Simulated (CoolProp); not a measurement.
The numbers come from the reference Helmholtz-energy equation of state, Gao 2020 in CoolProp.

### Question
Give the vapour pressure (MPa), liquid density (kg/m³), vapour Z, liquid viscosity (µPa s) of saturated ammonia at 215.6, 273.3, 360 K.

### Answer
```csv
T (K),p (MPa),liquid density (kg/m³),vapour Z,liquid viscosity (µPa s)
215.6,0.0256,711,0.989,373
273.3,0.432,638,0.931,170
360,4.79,490,0.678,72.8
```

Viscosity comes from a separate model (Fenghour 1995).
